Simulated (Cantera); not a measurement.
Low-pressure radical oxidation in H2/O2

An isothermal, constant-pressure homogeneous reactor starts with H2 : O2 : N2 = 0.21 : 1 : 2.8 (molar parts), at 975 K and 0.00210 bar.

Computed with Cantera and the H2/O2 subset of GRI-Mech 3.0, which has no nitrogen chemistry. Radical loss at walls, strong at low pressure, is not modelled. The temperature is held fixed by assumption; the heat of reaction is taken as removed at once.

```tsv
t (s)	x H2	x O2	x H2O	x O	x OH	x H2O2
0.00100	0.0524	0.249	<1e-12	1.11e-12	<1e-12	<1e-12
0.00269	0.0524	0.249	6.56e-12	7.12e-12	3.83e-12	<1e-12
0.00725	0.0524	0.249	8.84e-11	5.07e-11	2.11e-11	<1e-12
0.0195	0.0524	0.249	2.79e-9	1.05e-9	4.04e-10	<1e-12
0.0525	0.0524	0.249	4.50e-6	1.60e-6	6.12e-7	3.86e-12
0.141	0.00270	0.223	0.0379	0.0133	0.00120	6.34e-9
0.381	0.00154	0.223	0.0423	0.0128	0.000945	4.94e-9
1.02	0.00105	0.225	0.0474	0.00798	0.000781	6.27e-9
2.76	0.000367	0.228	0.0522	0.00261	0.000458	8.76e-9
7.43	5.09e-5	0.229	0.0536	0.000356	0.000168	9.71e-9
20.0	5.31e-6	0.229	0.0537	3.75e-5	5.44e-5	5.79e-9
```
x: mole fraction; the columns are a selection and need not sum to one.

Equilibrium at this temperature and pressure: H2 1.00e-10, O2 0.229, H2O 0.0538, O 7.59e-10, OH 2.45e-7, H2O2 2.39e-12 (gas phase only).
